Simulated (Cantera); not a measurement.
An isothermal, constant-pressure homogeneous reactor starts with C₂H₆ : N₂ : H₂O = 1 : 2 : 0.0043 (molar parts), at 1350 K and 1280 Torr.

Computed with Cantera and GRI-Mech 3.0 (53 species, 325 reactions). GRI-Mech 3.0 stops at C3 and has no aromatics, soot or wall deposition, so with more carbon than oxygen in the feed, carbon stays in small species such as C2H2 where larger ones or solid carbon would form.

x: mole fraction; the columns are a selection and need not sum to one.

```json
[
 {"t (s)": "8.00e-6", "x C₂H₆": "0.332", "x H": "2.01e-6", "x CH₄": "0.000133", "x C₂H₄": "0.000195", "x CH₂": "3.19e-9"},
 {"t (s)": "5.55e-5", "x C₂H₆": "0.317", "x H": "?", "x CH₄": "?", "x C₂H₄": "?", "x CH₂": "?"},
 {"t (s)": "0.000386", "x C₂H₆": "0.208", "x H": "1.05e-5", "x CH₄": "0.0171", "x C₂H₄": "0.0819", "x CH₂": "1.27e-8"},
 {"t (s)": "0.00268", "x C₂H₆": "0.0167", "x H": "1.02e-5", "x CH₄": "0.0555", "x C₂H₄": "0.184", "x CH₂": "2.24e-9"},
 {"t (s)": "0.0186", "x C₂H₆": "0.00161", "x H": "4.14e-6", "x CH₄": "0.0637", "x C₂H₄": "0.136", "x CH₂": "2.53e-10"},
 {"t (s)": "0.129", "x C₂H₆": "0.000960", "x H": "3.14e-6", "x CH₄": "0.0805", "x C₂H₄": "0.0778", "x CH₂": "1.58e-10"},
 {"t (s)": "0.896", "x C₂H₆": "0.000658", "x H": "1.70e-6", "x CH₄": "0.127", "x C₂H₄": "0.0623", "x CH₂": "1.00e-10"},
 {"t (s)": "6.22", "x C₂H₆": "0.000417", "x H": "8.47e-7", "x CH₄": "0.180", "x C₂H₄": "0.0473", "x CH₂": "5.80e-11"},
 {"t (s)": "43.2", "x C₂H₆": "0.000384", "x H": "7.46e-7", "x CH₄": "0.189", "x C₂H₄": "0.0446", "x CH₂": "5.25e-11"},
 {"t (s)": "300", "x C₂H₆": "0.000384", "x H": "7.47e-7", "x CH₄": "0.190", "x C₂H₄": "0.0445", "x CH₂": "5.17e-11"}
]
```

Task: What belongs in the gaps?

Result: 
- 5.55e-5, x H: 8.60e-6
- 5.55e-5, x CH₄: 0.00212
- 5.55e-5, x C₂H₄: 0.0104
- 5.55e-5, x CH₂: 1.55e-8
